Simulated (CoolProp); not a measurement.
Vapour-liquid equilibrium of R22 (1) + acetone (2) at 0.083 MPa; x and y are mole fractions of (1).

Values from CoolProp's multi-fluid Helmholtz-energy mixture model, Kamei 1995 and Lemmon 2006; pair parameters Bell 2016.

Problem. Give the bubble temperature and the first vapour's composition at x = 0.15, 0.25, 0.85. Is there an azeotrope?

Solution. x = 0.15: 10.1 °C, y = 0.829; x = 0.25: 0.7 °C, y = 0.902; x = 0.85: -39.9 °C, y = 0.999. No azeotrope shows between x = 0.05 and 0.95.

Pair parameters are fitted to limited data, so mixtures are less certain than the pure fluids. With so large a gap from Raoult's law the liquid may split in two, which this calculation doesn't test in full.
